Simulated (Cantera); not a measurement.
Cantera with NASA thermochemical tables; ideal gases at 1 bar, condensed phases pure. Values are per mole of reaction as written; species without (g) are pure solids or liquids, kept so even where they would boil at 1 bar.

### Question
Between 723 and 1623 K, where is each reaction favourable under standard conditions?
- Zr + O₂(g) ⇌ ZrO₂(g)
- 2 Pb + O₂(g) ⇌ 2 PbO(g)
- 1.143 Ti + O₂(g) ⇌ 0.2857 Ti₄O₇

### Answer
- Zr + O₂(g) ⇌ ZrO₂(g): ΔG° is -306 kJ at 723 K and -323 kJ at 1623 K; it stays negative (K > 1). ΔH° is -301 kJ and ΔS° 13 J/K at 1623 K.
- 2 Pb + O₂(g) ⇌ 2 PbO(g): ΔG° is 41 kJ at 723 K and -52 kJ at 1623 K; it changes sign between 1023 and 1123 K. ΔH° is 106 kJ and ΔS° 97 J/K at 1623 K.
- 1.143 Ti + O₂(g) ⇌ 0.2857 Ti₄O₇: ΔG° is -842 kJ at 723 K and -688 kJ at 1623 K; it stays negative (K > 1). ΔH° is -961 kJ and ΔS° -168 J/K at 1623 K.
